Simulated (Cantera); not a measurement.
Input (Python, Cantera):

```python
import numpy as np
import cantera as ct

gas = ct.Solution("gri30.yaml")
gas.TPX = 1100, 79000, {'H2': 1.5, 'O2': 1, 'N2': 16}
reactor = ct.IdealGasConstPressureReactor(gas, energy="off", clone=False)
net = ct.ReactorNet([reactor])
net.rtol, net.atol = 1e-08, 1e-18
show = ['H2', 'O2', 'NO', 'OH', 'H2O', 'O']
times = np.geomspace(2e-06, 2, 12)

steps = ct.SolutionArray(gas, extra=["t"])
rows = []
print(f"{'t/s':>10s}{'T/K':>9s}{'P/Pa':>11s}" + "".join(f"{s:>11s}" for s in show))
for t in times:
    while net.time < t:
        t_next = net.step()
        steps.append(gas.state, t=t_next)
    rows.append([np.interp(t, steps.t, y) for y in (steps.T, steps.P, *steps(*show).X.T)])
    print(f"{t:10.3e}{rows[-1][0]:9.1f}{rows[-1][1]:11.4g}" + "".join(f"{x:11.3e}" for x in rows[-1][2:]))
rate = np.gradient(steps.T, steps.t)
print("integrator steps:", len(steps.t))
if steps.T.max() > steps.T[0] + 200:
    print(f"time of steepest temperature rise: {steps.t[rate.argmax()]:.4e} s")
gas.TPX = 1100, 79000, {'H2': 1.5, 'O2': 1, 'N2': 16}
gas.equilibrate("TP")
print(f"equilibrium (TP): T = {gas.T:.1f} K  " + "  ".join(f"{s} {gas[s].X[0]:.3e}" for s in show))
```

It prints:

```
       t/s      T/K       P/Pa         H2         O2         NO         OH        H2O          O
 2.000e-06   1100.0    7.9e+04  8.108e-02  5.405e-02  1.445e-24  1.633e-12  1.514e-12  2.329e-12
 7.022e-06   1100.0    7.9e+04  8.108e-02  5.405e-02  5.893e-23  1.057e-11  3.715e-11  2.062e-11
 2.466e-05   1100.0    7.9e+04  8.108e-02  5.405e-02  2.403e-21  7.653e-11  8.693e-10  1.722e-10
 8.658e-05   1100.0    7.9e+04  8.108e-02  5.405e-02  1.267e-18  3.101e-09  6.692e-08  7.145e-09
 3.040e-04   1100.0    7.9e+04  6.566e-02  4.734e-02  3.675e-08  5.098e-04  1.222e-02  9.217e-04
 1.067e-03   1100.0    7.9e+04  1.014e-03  1.452e-02  2.291e-06  1.770e-04  8.326e-02  9.821e-05
 3.748e-03   1100.0    7.9e+04  1.373e-04  1.414e-02  2.258e-06  3.667e-05  8.434e-02  6.796e-06
 1.316e-02   1100.0    7.9e+04  1.660e-05  1.409e-02  2.186e-06  1.315e-05  8.448e-02  6.823e-07
 4.620e-02   1100.0    7.9e+04  9.822e-07  1.408e-02  2.191e-06  5.504e-06  8.450e-02  9.062e-08
 1.622e-01   1100.0    7.9e+04  5.228e-08  1.408e-02  2.253e-06  2.490e-06  8.451e-02  1.788e-08
 5.696e-01   1100.0    7.9e+04  9.913e-09  1.408e-02  2.282e-06  1.252e-06  8.451e-02  4.550e-09
 2.000e+00   1100.0    7.9e+04  2.841e-09  1.408e-02  2.290e-06  6.738e-07  8.451e-02  1.324e-09
integrator steps: 1598
equilibrium (TP): T = 1100.0 K  H2 1.063e-09  O2 1.407e-02  NO 2.367e-05  OH 3.384e-07  H2O 8.451e-02  O 3.353e-10
```

Cantera simulation using GRI-Mech 3.0 (53 species, 325 reactions); the numbers are that mechanism's predictions, not measurements. The temperature is held fixed by assumption; the heat of reaction is taken as removed at once.
